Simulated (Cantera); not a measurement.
A Cantera script and its output.

```python
import numpy as np
import cantera as ct

gas = ct.Solution("gri30.yaml")
gas.TPX = 1975, 170000, {'NO': 1, 'N2': 6.9}
reactor = ct.IdealGasConstPressureReactor(gas, energy="off", clone=False)
net = ct.ReactorNet([reactor])
net.rtol, net.atol = 1e-08, 1e-18
show = ['NO', 'O2', 'N2', 'NO2', 'N2O']
times = np.geomspace(0.0001, 5, 15)

steps = ct.SolutionArray(gas, extra=["t"])
rows = []
print(f"{'t/s':>10s}{'T/K':>9s}{'P/Pa':>11s}" + "".join(f"{s:>11s}" for s in show))
for t in times:
    while net.time < t:
        t_next = net.step()
        steps.append(gas.state, t=t_next)
    rows.append([np.interp(t, steps.t, y) for y in (steps.T, steps.P, *steps(*show).X.T)])
    print(f"{t:10.3e}{rows[-1][0]:9.1f}{rows[-1][1]:11.4g}" + "".join(f"{x:11.3e}" for x in rows[-1][2:]))
rate = np.gradient(steps.T, steps.t)
print("integrator steps:", len(steps.t))
if steps.T.max() > steps.T[0] + 200:
    print(f"time of steepest temperature rise: {steps.t[rate.argmax()]:.4e} s")
gas.TPX = 1975, 170000, {'NO': 1, 'N2': 6.9}
gas.equilibrate("TP")
print(f"equilibrium (TP): T = {gas.T:.1f} K  " + "  ".join(f"{s} {gas[s].X[0]:.3e}" for s in show))
```

It prints:

```
       t/s      T/K       P/Pa         NO         O2         N2        NO2        N2O
 1.000e-04   1975.0    1.7e+05  1.266e-01  2.750e-08  8.734e-01  1.458e-06  2.240e-06
 2.166e-04   1975.0    1.7e+05  1.266e-01  1.439e-07  8.734e-01  3.947e-06  4.065e-06
 4.691e-04   1975.0    1.7e+05  1.265e-01  9.688e-07  8.734e-01  1.004e-05  6.253e-06
 1.016e-03   1975.0    1.7e+05  1.265e-01  7.235e-06  8.734e-01  2.112e-05  7.633e-06
 2.201e-03   1975.0    1.7e+05  1.264e-01  3.775e-05  8.735e-01  2.904e-05  7.875e-06
 4.767e-03   1975.0    1.7e+05  1.263e-01  1.187e-04  8.736e-01  3.038e-05  7.857e-06
 1.032e-02   1975.0    1.7e+05  1.259e-01  2.961e-04  8.737e-01  3.143e-05  7.812e-06
 2.236e-02   1975.0    1.7e+05  1.251e-01  6.809e-04  8.741e-01  3.353e-05  7.716e-06
 4.843e-02   1975.0    1.7e+05  1.234e-01  1.516e-03  8.750e-01  3.755e-05  7.509e-06
 1.049e-01   1975.0    1.7e+05  1.198e-01  3.324e-03  8.768e-01  4.443e-05  7.075e-06
 2.272e-01   1975.0    1.7e+05  1.121e-01  7.160e-03  8.806e-01  5.416e-05  6.205e-06
 4.921e-01   1975.0    1.7e+05  9.676e-02  1.482e-02  8.883e-01  6.313e-05  4.664e-06
 1.066e+00   1975.0    1.7e+05  7.051e-02  2.794e-02  9.014e-01  6.133e-05  2.589e-06
 2.308e+00   1975.0    1.7e+05  3.757e-02  4.442e-02  9.179e-01  4.071e-05  9.447e-07
 5.000e+00   1975.0    1.7e+05  1.330e-02  5.657e-02  9.300e-01  1.620e-05  3.987e-07
integrator steps: 813
equilibrium (TP): T = 1975.0 K  NO 4.214e-03  O2 6.112e-02  N2 9.346e-01  NO2 5.326e-06  N2O 3.371e-07
```

Model: GRI-Mech 3.0 (53 species, 325 reactions), integrated in Cantera.
